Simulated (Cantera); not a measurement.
An adiabatic, constant-pressure homogeneous reactor starts with CH₃OH : O₂ : N₂ = 1 : 1.15 : 4.34 (molar parts), equivalence ratio 1.3, at 1400 K and 1000000 Pa. Integrator tolerance rtol = 1e-08.

Cantera simulation using GRI-Mech 3.0 (53 species, 325 reactions); the numbers are that mechanism's predictions, not measurements. GRI-Mech 3.0 was tuned for natural gas; its chemistry of methanol as a main component is partial and can be far from experiment.

Q: What does this change do: initial temperature 1400 to 1675 K?

A: 
```json
[
 {"quantity": "time of steepest temperature rise", "before": "83.7 µs", "after": "6.71 µs"},
 {"quantity": "temperature at 0.800 s", "before": "2822 K", "after": "2957 K"},
 {"quantity": "equilibrium temperature", "before": "2822 K", "after": "2957 K"},
 {"quantity": "x(CH₃OH) at 0.800 s", "before": "<1e-12 (gas-phase equilibrium <1e-12)", "after": "<1e-12 (gas-phase equilibrium <1e-12)"},
 {"quantity": "x(O₂) at 0.800 s", "before": "0.00235 (gas-phase equilibrium 0.00235)", "after": "0.00473 (gas-phase equilibrium 0.00473)"},
 {"quantity": "x(H₂O) at 0.800 s", "before": "0.226 (gas-phase equilibrium 0.226)", "after": "0.216 (gas-phase equilibrium 0.216)"},
 {"quantity": "x(H₂) at 0.800 s", "before": "0.0352 (gas-phase equilibrium 0.0352)", "after": "0.0386 (gas-phase equilibrium 0.0386)"},
 {"quantity": "x(H) at 0.800 s", "before": "0.00529 (gas-phase equilibrium 0.00529)", "after": "0.00864 (gas-phase equilibrium 0.00864)"}
]
```

Q: What does this change do: initial temperature 1400 to 1048 K?

A: 
```
quantity                                                            before                                      after
---------------------------------  ---------------------------------------  -----------------------------------------
time of steepest temperature rise                                  83.7 µs                                    26.6 ms
temperature at 0.800 s                                              2822 K                                     2613 K
equilibrium temperature                                             2822 K                                     2613 K
x(CH₃OH) at 0.800 s                  <1e-12 (gas-phase equilibrium <1e-12)      <1e-12 (gas-phase equilibrium <1e-12)
x(O₂) at 0.800 s                   0.00235 (gas-phase equilibrium 0.00235)  0.000510 (gas-phase equilibrium 0.000510)
x(H₂O) at 0.800 s                      0.226 (gas-phase equilibrium 0.226)        0.235 (gas-phase equilibrium 0.235)
x(H₂) at 0.800 s                     0.0352 (gas-phase equilibrium 0.0352)      0.0332 (gas-phase equilibrium 0.0332)
x(H) at 0.800 s                    0.00529 (gas-phase equilibrium 0.00529)    0.00234 (gas-phase equilibrium 0.00234)
```

Q: What does this change do: constant volume in place of constant pressure?

A: 
| quantity | before | after |
|---|---|---|
| time of steepest temperature rise | 83.7 µs | 78.5 µs |
| temperature at 0.800 s | 2822 K | 3073 K |
| equilibrium temperature | 2822 K | 3073 K |
| x(CH₃OH) at 0.800 s | <1e-12 (gas-phase equilibrium <1e-12) | <1e-12 (gas-phase equilibrium <1e-12) |
| x(O₂) at 0.800 s | 0.00235 (gas-phase equilibrium 0.00235) | 0.00423 (gas-phase equilibrium 0.00423) |
| x(H₂O) at 0.800 s | 0.226 (gas-phase equilibrium 0.226) | 0.217 (gas-phase equilibrium 0.217) |
| x(H₂) at 0.800 s | 0.0352 (gas-phase equilibrium 0.0352) | 0.0380 (gas-phase equilibrium 0.0380) |
| x(H) at 0.800 s | 0.00529 (gas-phase equilibrium 0.00529) | 0.00766 (gas-phase equilibrium 0.00766) |
Above 3000 K some thermodynamic fits are extrapolated.
